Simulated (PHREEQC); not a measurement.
**Alkaline etch or developer**

Solution (25 °C): 4.7 mmol/kgw NaOH, 5.4 mmol/kgw CO2 and 6.1 mmol/kgw (CH3)4NCl. Closed to the air; pH follows from the charge balance.

Computed with PHREEQC (ion-association model, phreeqc.dat).

Precipitation was switched off in this run.

Task: Predict the pH, ionic strength.

Result: pH 7.13; ionic strength 0.0108 mol/kgw.

Task: In which forms is C present?

Result: HCO3- 87 %, CO2 13 % of the C.

(CH3)4N+ isn't in the database: it is added as a free cation with an ion size of 4 Å.
